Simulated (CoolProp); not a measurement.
Properties of toluene along the isobar 275 kPa.

Model: reference Helmholtz-energy equation of state, Lemmon 2006, in CoolProp. It is a short technical equation, of lower accuracy than the large ones.

```tsv
T (K)	phase	Joule-Thomson coefficient (K/MPa)	isothermal compressibility (1/MPa)	expansivity (1/kK)	fugacity coefficient
244.4	liquid	-0.5315	0.0006365	1.014	0.0004144
277.1	liquid	-0.4916	0.0007932	1.048	0.004263
309.9	liquid	-0.4449	0.001000	1.101	0.02481
342.6	liquid	-0.3928	0.001283	1.178	0.09633
375.3	liquid	-0.3332	0.001685	1.286	0.2806
408	liquid	-0.2607	0.002295	1.441	0.6602
440.7	gas	21.74	3.929	2.901	0.9349
473.4	gas	16.45	3.853	2.541	0.9490
506.1	gas	12.89	3.803	2.281	0.9592
538.8	gas	10.38	3.768	2.081	0.9668
```
